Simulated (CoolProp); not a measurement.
A Linde-Hampson liquefier for carbon monoxide: isothermal reversible compression at 250 K from 1 atm to 25 MPa, throttling to 1 atm, return gas leaving the recuperator 2 K below the feed. Each further row changes one setting.

Model: reference Helmholtz-energy equation of state, Lemmon 2006, in CoolProp. It is a short technical equation, of lower accuracy than the large ones.

```tsv
case	liquid yield per pass	compression work (kJ/kg of gas)
as stated	0.154	400
high pressure 50 MPa	0.162	461
warm-end temperature 280 K	0.112	455
warm-end gap 7 K	0.143	400
```
